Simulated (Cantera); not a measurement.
Input (Python, Cantera) and output of one run.

```python
import numpy as np
import cantera as ct

gas_names = [...]  # 95 gases of nasa_gas.yaml made of C, F, H
cond_names = """
    C(gr) C6H6(L) C7H8(L) C8H18(L),n-octa
""".split()


# ... load() reads the species with a 1 bar reference pressure and builds the phases ...
atoms = {
    'CHF3': {'C': 1, 'H': 1, 'F': 3},
    'H2': {'H': 2},
}
top_T = {'C(gr)': 4500}  # K; cautious upper limits of use, not melting points


# ... equilibrate(T, P, feed) seeds the gas with the atoms and calls Mixture.equilibrate('TP', solver="vcs", rtol=1e-11, max_steps=5000) ...
results = []
T = 700  # K
P = 11000  # Pa
for m in [0.19, 0.28, 0.42, 0.62, 0.93, 1.4, 2.1, 3.1, 4.6, 6.8]:
    feed = {'CHF3': 1, 'H2': m}  # mol
    mix = equilibrate(T, P, feed)
    results.append((T, P, feed, dict(zip(mix.species_names, mix.species_moles))))
    x = sorted(zip(gas.X, gas.species_names), reverse=True)
    print(f"T = {T:g} K  P = {P:g} Pa  n(H2) = {m:g} mol  gas = {mix.phase_moles(0):.4g} mol")
    print("   x: " + "  ".join(f"{s} {v:.3e}" for v, s in x if v > 0.0001))
    print("   condensed (mol): " + ("  ".join(f"{mix.phase(i).name} {mix.phase_moles(i):.4g}"
          for i in range(1, mix.n_phases) if mix.phase_moles(i) > 1e-12) or "none"))
```

Result:

```
T = 700 K  P = 11000 Pa  n(H2) = 0.19 mol  gas = 1.785 mol
   x: HF 7.731e-01  CF4 2.269e-01
   condensed (mol): C(gr) 0.595
T = 700 K  P = 11000 Pa  n(H2) = 0.28 mol  gas = 1.92 mol
   x: HF 8.125e-01  CF4 1.875e-01
   condensed (mol): C(gr) 0.64
T = 700 K  P = 11000 Pa  n(H2) = 0.42 mol  gas = 2.13 mol
   x: HF 8.638e-01  CF4 1.362e-01
   condensed (mol): C(gr) 0.71
T = 700 K  P = 11000 Pa  n(H2) = 0.62 mol  gas = 2.43 mol
   x: HF 9.218e-01  CF4 7.819e-02
   condensed (mol): C(gr) 0.81
T = 700 K  P = 11000 Pa  n(H2) = 0.93 mol  gas = 2.895 mol
   x: HF 9.879e-01  CF4 1.209e-02
   condensed (mol): C(gr) 0.965
T = 700 K  P = 11000 Pa  n(H2) = 1.4 mol  gas = 3.368 mol
   x: HF 8.906e-01  H2 1.000e-01  CH4 9.362e-03
   condensed (mol): C(gr) 0.9685
T = 700 K  P = 11000 Pa  n(H2) = 2.1 mol  gas = 3.949 mol
   x: HF 7.597e-01  H2 2.021e-01  CH4 3.822e-02
   condensed (mol): C(gr) 0.8491
T = 700 K  P = 11000 Pa  n(H2) = 3.1 mol  gas = 4.732 mol
   x: HF 6.340e-01  H2 2.883e-01  CH4 7.776e-02
   condensed (mol): C(gr) 0.6321
T = 700 K  P = 11000 Pa  n(H2) = 4.6 mol  gas = 5.87 mol
   x: HF 5.111e-01  H2 3.646e-01  CH4 1.244e-01
   condensed (mol): C(gr) 0.27
T = 700 K  P = 11000 Pa  n(H2) = 6.8 mol  gas = 7.8 mol
   x: H2 4.872e-01  HF 3.846e-01  CH4 1.282e-01
   condensed (mol): none
```

Method: chemical equilibrium by Gibbs-energy minimisation in Cantera with the NASA 1993 tables (ideal gas, pure condensed phases). Condensed phases not in the tables: fluorocarbon polymer. Gases not in the tables: C2F6 and larger saturated fluorocarbons.
